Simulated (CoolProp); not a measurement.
Vapour-liquid equilibrium of R22 (1) + C3F8 (R218) (2) at 12.45 °C; x and y are mole fractions of (1).

The numbers come from the multi-fluid Helmholtz-energy mixture model, Kamei 1995 and Lemmon 2006; pair parameters Bell 2016 in CoolProp.

```json
[
 {"x": "0.05", "bubble pressure (bar)": "6.594", "y at the bubble point": "0.106", "dew pressure at overall composition x (bar)": "6.321", "liquid density (mol/L)": "7.568"},
 {"x": "0.2", "bubble pressure (bar)": "7.776", "y at the bubble point": "[?]", "dew pressure at overall composition x (bar)": "7.080", "liquid density (mol/L)": "8.107"},
 {"x": "0.35", "bubble pressure (bar)": "8.498", "y at the bubble point": "0.459", "dew pressure at overall composition x (bar)": "7.918", "liquid density (mol/L)": "8.766"},
 {"x": "0.5", "bubble pressure (bar)": "[?]", "y at the bubble point": "0.554", "dew pressure at overall composition x (bar)": "[?]", "liquid density (mol/L)": "9.592"},
 {"x": "0.65", "bubble pressure (bar)": "8.924", "y at the bubble point": "0.635", "dew pressure at overall composition x (bar)": "[?]", "liquid density (mol/L)": "10.64"},
 {"x": "0.8", "bubble pressure (bar)": "8.696", "y at the bubble point": "0.729", "dew pressure at overall composition x (bar)": "8.382", "liquid density (mol/L)": "[?]"},
 {"x": "0.95", "bubble pressure (bar)": "7.870", "y at the bubble point": "0.898", "dew pressure at overall composition x (bar)": "7.589", "liquid density (mol/L)": "13.66"}
]
```

**Question.** What belongs in the gaps?

**Answer.** 
- 0.2, y at the bubble point: 0.325
- 0.5, bubble pressure (bar): 8.852
- 0.5, dew pressure at overall composition x (bar): 8.677
- 0.65, dew pressure at overall composition x (bar): 8.909
- 0.8, liquid density (mol/L): 11.98

y crosses x between x = 0.5 and 0.65: the model has an azeotrope there.

Pair parameters are fitted to limited data, so mixtures are less certain than the pure fluids.
